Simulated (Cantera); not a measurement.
A closed system holds: 1 mol Si3N4, 5.7 mol O2, 0.53 mol N2, at 627 °C and 750 Torr.

Equilibrium computed with Cantera from the NASA thermochemical tables; the gas is ideal and each condensed phase is pure. Candidate condensed phases: Si, SiO2, Si2N2O, Si3N4; 16 gas species. The numbers say what is thermodynamically allowed, not how fast it happens.

Base state: O2 0.516, N2 0.484, NO 1.13e-5 (mole fractions); condensed: SiO2(β-quartz).

**Question.** What changes in the equilibrium state with this change: temperature from 627 °C to 1400 °C?

**Answer.** 
```csv
species,before,after
O2,0.516,0.515
N2,0.484,0.482
NO,1.13e-5,0.00320
O,<1e-9,2.40e-5
NO2,2.08e-6,1.68e-5
"SiO2(β-quartz), mol",3.00,3.00
```
The tables hold silica as quartz up to 1696 K and as liquid above; real silica turns to tridymite and cristobalite and melts near 1996 K.
